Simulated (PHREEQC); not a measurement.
Make-up at 25 °C: 0.034 mol/kgw Al2(SO4)3, 0.00041 mol/kgw H2SO4 and 0.0015 mol/kgw Na2SO4. Closed to the air; pH follows from the charge balance.

The numbers come from PHREEQC with the ion-association model, phreeqc.dat.

```json
[
 {"quantity": "pH", "before": "3.44", "after": "2.48"},
 {"quantity": "ionic strength (mol/kgw)", "before": "0.120", "after": "0.124"},
 {"quantity": "SO4-2 (mol/kgw)", "before": "0.0280", "after": "0.0282"},
 {"quantity": "Na+ (mol/kgw)", "before": "0.00286", "after": "0.00286"},
 {"quantity": "NaSO4- (mol/kgw)", "before": "0.000140", "after": "0.000139"}
]
```

Question: What was changed between the two runs?
(A) Al2(SO4)3 left out
(B) H2SO4 from 0.00041 to 0.0041 mol/kgw
(C) Na2SO4 from 0.0015 to 0.00165 mol/kgw
(D) 0.027 mol/kgw NaOH added
(E) Al2(SO4)3 from 0.034 to 0.017 mol/kgw

Answer: B, H2SO4 from 0.00041 to 0.0041 mol/kgw

Precipitation was switched off in this run.
